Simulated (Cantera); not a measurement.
Feed: 1 mol MgO, 0.56 mol CO, 1 mol CH4, at 0.000420 bar.

Cantera equilibrium calculation (NASA polynomials, part measured and part estimated; ideal gas, pure solids and liquids). Candidate condensed phases: C, C6H6, C7H8, C8H18, H2O, Mg, MgCO3, MgO, Mg(OH)2; 116 gas species. The tables' values for MgH are old estimates; treat these amounts as uncertain. Equilibrium is a limit: real reactors are often held back by kinetics, nucleation or transport.

x: gas mole fraction; n: condensed amount in mol.

```
T (K)   x H2   x CO     x Mg       x H     x MgH    x CH4    x H2O  n C(graphite)  n MgO(s)
-----  -----  -----  -------  --------  --------  -------  -------  -------------  --------
1150   0.781  0.219  3.77e-6   3.22e-6  4.31e-10  6.00e-6  3.37e-6          1.000     1.000
1250   0.780  0.219      [?]       [?]   9.54e-8      [?]      [?]          0.998     0.998
1350     [?]    [?]      [?]       [?]   7.82e-6      [?]      [?]            [?]       [?]
1450   0.438  0.342    0.219  0.000306   2.91e-5  9.25e-8  4.53e-7              0         0
1550   0.438  0.342    0.219   0.00102   3.24e-5  3.07e-8  4.07e-7              0         0
1650   0.436  0.342    0.219   0.00293   3.55e-5  1.14e-8  3.76e-7              0         0
1750   0.433  0.341    0.218   0.00747   3.84e-5  4.69e-9  3.50e-7              0         0
```

### Question
Some entries are withheld; supply them.

### Answer

- 1350, x H2: 0.699
- 1350, x CO: 0.248
- 1350, x Mg: 0.0528
- 1350, x H: 9.72e-5
- 1350, x CH4: 1.18e-6
- 1350, x H2O: 4.18e-7
- 1350, n C(graphite): 0.849
- 1350, n MgO(s): 0.849
- 1250, x Mg: 0.000705
- 1250, x H: 2.08e-5
- 1250, x CH4: 2.81e-6
- 1250, x H2O: 1.08e-6
